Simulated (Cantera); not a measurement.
**Reactions in the system H-O-Sr**

Source: NASA polynomial tables (part measured, part estimated), evaluated in Cantera. Values are per mole of reaction as written; species without (g) are pure solids or liquids, kept so even where they would boil at 1 bar.

2 Sr(OH)2 + O2(g) = 2 SrO + 2 H2O2(g)

| T (K) | ΔH° (kJ) | ΔS° (J/K) | ΔG° (kJ) | log10 K |
|---|---|---|---|---|
| 1023 | 390.3 | 61.2 | 327.7 | -16.73 |
| 1048 | 387.5 | 58.5 | 326.2 | -16.26 |
| 1073 | 384.7 | 55.9 | 324.7 | -15.81 |
| 1098 | 382.0 | 53.4 | 323.4 | -15.38 |
| 1123 | 379.3 | 50.9 | 322.1 | -14.98 |
| 1148 | 376.6 | 48.6 | 320.8 | -14.60 |
| 1173 | 373.9 | 46.3 | 319.6 | -14.23 |
| 1198 | 371.3 | 44.1 | 318.5 | -13.89 |
| 1223 | 368.7 | 41.9 | 317.4 | -13.56 |
| 1248 | 366.1 | 39.8 | 316.4 | -13.24 |
